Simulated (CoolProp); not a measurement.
Vapour-liquid equilibrium of fluoroethane (R161) (1) + R227EA (2) at 297.7 K; x and y are mole fractions of (1).

Computed with CoolProp (multi-fluid Helmholtz-energy mixture model, Wu 2012 and Lemmon 2016; pair parameters Bell 2016).

| x | bubble pressure (bar) | y at the bubble point | dew pressure at overall composition x (bar) | liquid density (mol/L) |
|---|---|---|---|---|
| 0.05 | 4.509 | 0.056 | 4.505 | 8.402 |
| 0.15 | 4.645 | 0.189 | 4.595 | 8.878 |
| 0.25 | 4.906 | 0.334 | 4.741 | 9.382 |
| 0.35 | 5.285 | [?] | 4.942 | 9.919 |
| 0.45 | 5.762 | 0.602 | 5.206 | 10.50 |
| 0.55 | 6.311 | 0.710 | 5.546 | 11.12 |
| 0.65 | 6.908 | [?] | 5.985 | 11.80 |
| 0.75 | [?] | 0.870 | 6.563 | 12.55 |
| 0.85 | 8.166 | 0.929 | 7.343 | 13.38 |
| 0.95 | 8.808 | [?] | [?] | [?] |

Problem. Complete the blanks.

Solution. 
- 0.35, y at the bubble point: 0.475
- 0.65, y at the bubble point: 0.798
- 0.75, bubble pressure (bar): 7.530
- 0.95, y at the bubble point: 0.978
- 0.95, dew pressure at overall composition x (bar): 8.429
- 0.95, liquid density (mol/L): 14.31

No azeotrope shows between x = 0.05 and 0.95.

The pair parameters rest on a limited set of measurements; away from them the model extrapolates.
